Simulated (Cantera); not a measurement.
Charge: 1 mol Al(CH3)3, 0.61 mol N2O, 42 mol N2, held at 21000 Pa.

These are equilibrium values from Cantera (NASA tables, ideal gas, pure condensed phases), not measurements of a reactor. Candidate condensed phases: Al, AlN, Al2O3, C, C6H6, C7H8, C8H18, H2O; 148 gas species. The feed counts by its element totals alone. Mutual solubility and eutectic melting of coexisting phases are not modelled. Equilibrium is a limit: real reactors are often held back by kinetics, nucleation or transport. All values below are at 1323 K.

Base state: N2 0.901, H2 0.0958, CO 0.00335, HCN 7.53e-5, CH4 1.31e-5 (mole fractions); condensed: AlN(s) + Al2O3(s) + C(graphite).

Q: What changes in the equilibrium state with this change: pressure from 21000 Pa to 1330 Pa?

A: 
| species | before | after |
|---|---|---|
| N2 | 0.901 | 0.892 |
| H2 | 0.0958 | 0.0953 |
| CO | 0.00335 | 0.0129 |
| CH4 | 1.31e-5 | 8.22e-7 |
| HCN | 7.53e-5 | 7.47e-5 |
| AlN(s), mol | 0.698 | 1.00 |
| Al2O3(s), mol | 0.151 | 0 |
| C(graphite), mol | 2.84 | 2.39 |

Q: What changes in the equilibrium state with this change: N2O from 0.61 to 8.1 mol?

A: 
```tsv
species	before	after
N2	0.901	0.870
H2O	4.95e-7	0.0423
H2	0.0958	0.0359
CO2	9.34e-9	0.0202
CO	0.00335	0.0318
HCN	7.53e-5	1.88e-9
CH4	1.31e-5	<1e-9
AlN(s), mol	0.698	0
Al2O3(s), mol	0.151	0.500
C(graphite), mol	2.84	0
```
